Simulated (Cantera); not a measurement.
Input: 1 mol CH₄, 0.35 mol H₂O, 8.6 mol H₂, held at 2350 K and 9.00 Torr.

Equilibrium computed with Cantera from the NASA thermochemical tables; the gas is ideal and each condensed phase is pure. Candidate condensed phases: C, C₆H₆, C₇H₈, C₈H₁₈, H₂O; 110 gas species. The numbers say what is thermodynamically allowed, not how fast it happens.

Base state: H₂ 0.860, H 0.106, CO 0.0293, C₂H₂ (acetylene) 0.00475, C₂H 2.98e-5, C₄H₂ 1.07e-5 (mole fractions); condensed: C(graphite).

Task: What changes in the equilibrium state with this change: H₂O from 0.35 to 1 mol?

Result: 
| species | before | after |
|---|---|---|
| H₂ | 0.860 | 0.822 |
| H | 0.106 | 0.103 |
| CO | 0.0293 | 0.0753 |
| C₂H₂ (acetylene) | 0.00475 | 9.17e-7 |
| C₄H₂ | 1.07e-5 | <1e-9 |
| C₂H | 2.98e-5 | 5.89e-9 |
| C(graphite), mol | 0.535 | 0 |
